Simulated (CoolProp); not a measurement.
The fluid at 344.15 K and 0.485 MPa expands adiabatically to 0.0474 MPa with isentropic efficiency 0.9. The same conditions are run with several fluids, on thermodynamics alone (safety and materials aside).

Computed with CoolProp (reference Helmholtz-energy equation of state of each fluid (R114: Platzer 1990; n-butane: Bücker 2006; carbon monoxide: Lemmon 2006; hydrogen chloride: Thol 2018; R236FA: Pan 2012)). The equations of Platzer and Polt are older, rougher fits.

Problem. Rank R114, n-butane, carbon monoxide, hydrogen chloride, R236FA by work (kJ/kg), highest first.

Solution. carbon monoxide (156), hydrogen chloride (118), n-butane (88.9), R236FA (34.6), R114 (30.6)

| fluid | final temperature (K) | final density (kg/m³) |
|---|---|---|
| R114 | 294.5 | 3.36 |
| n-butane | 286.3 | 1.18 |
| carbon monoxide | 193.6 | 0.826 |
| hydrogen chloride | 193.3 | 1.09 |
| R236FA | 296.9 | 2.96 |
